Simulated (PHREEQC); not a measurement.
Dissolve 1.9 mol KOH, 0.00024 mol CO2 and 0.0053 mol (CH3)4NCl per kg of water at 25 °C. Closed to the air; pH follows from the charge balance.

The numbers come from PHREEQC with the ion-association model, wateq4f.dat.

```
quantity          before    after
---------------  -------  -------
pH                 14.04    13.13
HCO3- (mol/kgw)  1.15e-8  1.58e-8
```

Task: Which change was made?
(A) temperature from 25 to 50 °C
(B) diluted 10-fold with water
(C) KOH left out
(D) diluted 100-fold with water
(E) (CH3)4NCl left out

Result: B, diluted 10-fold with water

No solid was allowed to form. The ionic strength passes 0.7 mol/kgw, the rough limit of the ion-association models, in before. (CH3)4N+ isn't in the database: it is added as a free cation with an ion size of 4 Å.
